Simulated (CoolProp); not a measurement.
A single-stage vapour-compression cycle with propyne: evaporating at 328.15 K (dew point), condensing at 377.15 K (bubble point), superheat 0 K, subcooling 8 K, compressor efficiency 0.85, no pressure losses. Each further row changes one setting.

Values from CoolProp's reference Helmholtz-energy equation of state, Polt 1992. This equation is an older, rougher fit; its heat capacities, sound speeds and derivatives of the liquid may be far off and weren't checked against measurements.

```csv
case,cooling COP,pressure ratio,discharge temperature (K),refrigerating effect (kJ/kg),volumetric capacity (kJ/m³)
as stated,?,2.81,393.0,291,6760
evaporating temperature 333.15 K,4.98,2.50,391.4,295,7740
condensing temperature 372.15 K,?,2.56,386.6,308,7160
subcooling 13 K,4.58,2.81,393.0,309,7180
superheat 10 K,?,2.81,402.3,313,6840
compressor efficiency 0.75,3.81,2.81,396.1,291,6760
```

Q: Some entries are withheld; supply them.

A: 
- as stated, cooling COP: 4.32
- condensing temperature 372.15 K, cooling COP: 5.02
- superheat 10 K, cooling COP: 4.34
